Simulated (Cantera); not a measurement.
Charge: 1 mol Si₃N₄, 0.91 mol CO₂, 250 mol N₂, held at 1125 °C and 0.00133 bar.

These are equilibrium values from Cantera (NASA tables, ideal gas, pure condensed phases), not measurements of a reactor. Candidate condensed phases: C, Si, SiC, SiO₂, Si₂N₂O, Si₃N₄; 34 gas species. Mutual solubility and eutectic melting of coexisting phases are not modelled. Rates play no part.

Base state: N₂ 0.998, CO 0.00205, SiO 1.57e-5 (mole fractions); condensed: SiC(s) + Si₂N₂O(s).

**Question.** What changes in the equilibrium state with this change: temperature from 1125 °C to 1750 °C?

**Answer.** 
| species | before | after |
|---|---|---|
| N₂ | 0.998 | 0.985 |
| Si | 6.91e-9 | 0.00796 |
| SiO | 1.57e-5 | 0.00358 |
| SiN | <1e-9 | 7.11e-5 |
| Si₂C | <1e-9 | 2.27e-5 |
| Si₂N | <1e-9 | 1.70e-5 |
| Si₂ | <1e-9 | 1.63e-5 |
| SiC(s), mol | 0.395 | 0 |
| Si₂N₂O(s), mol | 1.30 | 0 |
The tables' values for SiN are old estimates; treat these amounts as uncertain.

**Question.** What changes in the equilibrium state with this change: temperature from 1125 °C to 1900 °C?

**Answer.** 
```
species          before    after
--------------  -------  -------
N₂                0.998    0.985
Si              6.91e-9  0.00810
SiO             1.57e-5  0.00356
SiN               <1e-9  5.23e-5
CO              0.00205  0.00355
SiC(s), mol       0.395        0
Si₂N₂O(s), mol     1.30        0
```
The tables' values for SiN are old estimates; treat these amounts as uncertain.

**Question.** What changes in the equilibrium state with this change: temperature from 1125 °C to 1325 °C?

**Answer.** 
```
species          before    after
--------------  -------  -------
N₂                0.998    0.995
SiO             1.57e-5  0.00364
CO              0.00205  0.00105
Si              6.91e-9  2.54e-5
SiC(s), mol       0.395    0.644
Si₂N₂O(s), mol     1.30    0.635
Si₃N₄(s), mol         0   0.0529
```
